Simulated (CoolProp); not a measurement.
Saturation properties of trans-2-butene (Tc = 155.5 °C, pc = 4.019 MPa, ω = 0.210).

Computed with CoolProp (reference Helmholtz-energy equation of state, Lemmon 2005). It is a short technical equation, of lower accuracy than the large ones.

```
T (°C)  p (MPa)  liquid density (kg/m³)  vapour density (kg/m³)  enthalpy of vaporisation (kJ/kg)  surface tension (mN/m)
------  -------  ----------------------  ----------------------  --------------------------------  ----------------------
64.55    0.6963                   547.3                   16.45                             334.3                    8.47
68.15    0.7587                   542.2                   17.93                             329.3                    8.07
71.65    0.8233                   537.0                   19.48                             324.3                    7.68
75.25    0.8939                   531.7                       …                             319.0                    7.29
78.75         …                   526.3                   22.98                             313.7                    6.91
82.35         …                   520.7                   24.95                             308.1                    6.52
85.85     1.128                   515.1                   27.01                                 …                    6.15
89.45     1.217                   509.2                   29.29                             296.3                    5.77
92.95     1.308                       …                   31.68                             290.2                    5.41
96.45         …                       …                   34.25                             283.9                    5.05
100.05    1.509                   490.7                   37.11                             277.1                       …
```

Task: Complete the blanks.

Result: 
- 75.25, vapour density (kg/m³): 21.19
- 78.75, p (MPa): 0.9668
- 82.35, p (MPa): 1.046
- 85.85, enthalpy of vaporisation (kJ/kg): 302.4
- 92.95, liquid density (kg/m³): 503.2
- 96.45, p (MPa): 1.405
- 96.45, liquid density (kg/m³): 497.1
- 100.05, surface tension (mN/m): 4.69

It boils at 0.9 °C under 1 atm.

Surface tension comes from a separate correlation (Mulero 2014).
